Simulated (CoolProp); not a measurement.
Vapour-liquid equilibrium of carbon dioxide (1) + carbonyl sulfide (2) at 257.9 K; x and y are mole fractions of (1).

Values from CoolProp's multi-fluid Helmholtz-energy mixture model, Span 1996 and Lemmon 2006; pair parameters Bell 2016.

### Question
Give the bubble pressure and the first vapour's composition at x = 0.125, 0.5, 0.8. Is there an azeotrope?

### Answer
x = 0.125: 0.7799 MPa, y = 0.513; x = 0.5: 1.522 MPa, y = 0.810; x = 0.8: 1.962 MPa, y = 0.917. No azeotrope shows between x = 0.05 and 0.95.

Pair parameters are fitted to limited data, so mixtures are less certain than the pure fluids.
